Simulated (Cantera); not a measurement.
An adiabatic, constant-volume homogeneous reactor starts with H2 : O2 : N2 : H2O = 1 : 0.25 : 2.45 : 0.1 (molar parts), equivalence ratio 2.0, at 1748 K and 750 Torr. Integrator tolerance rtol = 1e-08.

Detailed kinetics in Cantera: GRI-Mech 3.0 (53 species, 325 reactions).

### Question
What does this change do: 0.36 parts NO added?

### Answer
| quantity | before | after |
|---|---|---|
| time of steepest temperature rise | 12.2 µs | 12.4 µs |
| temperature at 0.900 s | 2686 K | 2970 K |
| equilibrium temperature | 2686 K | 2970 K |
| x(H2) at 0.900 s | 0.135 (gas-phase equilibrium 0.135) | 0.0664 (gas-phase equilibrium 0.0664) |
| x(O2) at 0.900 s | 0.000186 (gas-phase equilibrium 0.000186) | 0.00815 (gas-phase equilibrium 0.00815) |
| x(H2O) at 0.900 s | 0.160 (gas-phase equilibrium 0.160) | 0.186 (gas-phase equilibrium 0.186) |
| x(OH) at 0.900 s | 0.00496 (gas-phase equilibrium 0.00496) | 0.0268 (gas-phase equilibrium 0.0268) |
| x(HO2) at 0.900 s | 1.60e-7 (gas-phase equilibrium 1.60e-7) | 5.38e-6 (gas-phase equilibrium 5.38e-6) |
| x(N2O) at 0.900 s | 5.42e-8 (gas-phase equilibrium 5.42e-8) | 5.51e-7 (gas-phase equilibrium 5.51e-7) |
| x(NO) at 0.900 s | 0.000867 (gas-phase equilibrium 0.000867) | 0.00837 (gas-phase equilibrium 0.00837) |

### Question
What does this change do: initial temperature 1748 to 1325 K?

### Answer
| quantity | before | after |
|---|---|---|
| time of steepest temperature rise | 12.2 µs | 48.8 µs |
| temperature at 0.900 s | 2686 K | 2434 K |
| equilibrium temperature | 2686 K | 2434 K |
| x(H2) at 0.900 s | 0.135 (gas-phase equilibrium 0.135) | 0.139 (gas-phase equilibrium 0.139) |
| x(O2) at 0.900 s | 0.000186 (gas-phase equilibrium 0.000186) | 1.56e-5 (gas-phase equilibrium 1.56e-5) |
| x(H2O) at 0.900 s | 0.160 (gas-phase equilibrium 0.160) | 0.167 (gas-phase equilibrium 0.167) |
| x(OH) at 0.900 s | 0.00496 (gas-phase equilibrium 0.00496) | 0.00123 (gas-phase equilibrium 0.00123) |
| x(HO2) at 0.900 s | 1.60e-7 (gas-phase equilibrium 1.60e-7) | 1.42e-8 (gas-phase equilibrium 1.42e-8) |
| x(N2O) at 0.900 s | 5.42e-8 (gas-phase equilibrium 5.42e-8) | 1.12e-8 (gas-phase equilibrium 1.12e-8) |
| x(NO) at 0.900 s | 0.000867 (gas-phase equilibrium 0.000867) | 0.000165 (gas-phase equilibrium 0.000165) |
